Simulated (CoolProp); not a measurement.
The numbers come from the reference Helmholtz-energy equation of state, de Reuck 1990 in CoolProp.

Question: For fluorine, give the phase and the cp (kJ/(kg K)), speed of sound (m/s) at 193.4 K and 13.1 bar; 232.8 K and 13.1 bar.

Answer: 
- 193.4 K and 13.1 bar: gas; cp 0.828, speed of sound 239
- 232.8 K and 13.1 bar: gas; cp 0.820, speed of sound 264
